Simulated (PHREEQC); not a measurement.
Solution (25 °C): 0.001 mol KH2PO4, 0.14 mol KOH and 0.00016 mol NaCl per kg of water. Closed to the air; pH follows from the charge balance.

Equilibrium calculation in PHREEQC: ion-association model, wateq4f.dat.

Precipitation was switched off in this run.

Q: Estimate the pH.

A: pH 13.01.

Q: In which forms is P present?

A: PO4-3 94 %, HPO4-2 5.2 % of the P.

H3PO4, which wateq4f.dat lacks, is added to it with the constant of phreeqc.dat.
